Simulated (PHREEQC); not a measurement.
Make-up at 73 °C: 0.063 mol FeCl3 and 0.084 mol CuCl2 per kg of water. Closed to the air; pH follows from the charge balance.

Computed with PHREEQC (ion-association model, phreeqc.dat).

Question: The ionic strength comes out as 0.388 mol/kgw. What activity coefficients do FeOH+2, Fe2(OH)2+4, FeCl+2, Cu+2, Fe3(OH)4+5 get?

Answer: FeOH+2 0.21, Fe2(OH)2+4 0.0039, FeCl+2 0.21, Cu+2 0.24, Fe3(OH)4+5 0.00017.

Precipitation was switched off in this run. Examples of supersaturated solids here: Hematite (slow to form), Goethite (slow to form). Others may be too. Species that the database lacks are ignored. At this temperature some constants are extrapolated from 25 °C, and those without enthalpy data are left unchanged.
